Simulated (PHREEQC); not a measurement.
## Reverse-osmosis permeate: speciation

Model water analysis in mg/L, 25 °C, pH 6.67, pe 9: Na 2.22; K 1.06; Ca 0.29; Mg 0.62; Cl 1.62; S(6) as SO4 1.83; Alkalinity as HCO3 6.31; Ba 0.0167.

Valence states are taken as typed.

Model: ion-association model, wateq4f.dat, run in PHREEQC.

Precipitation was switched off in this run.

Q: Predict the charge-balance error.

A: charge-balance error 0.6 %.

Q: In which forms is C present?

A: HCO3- 68 %, CO2 32 % of the C.

Complexes and solids missing from the database can't appear.
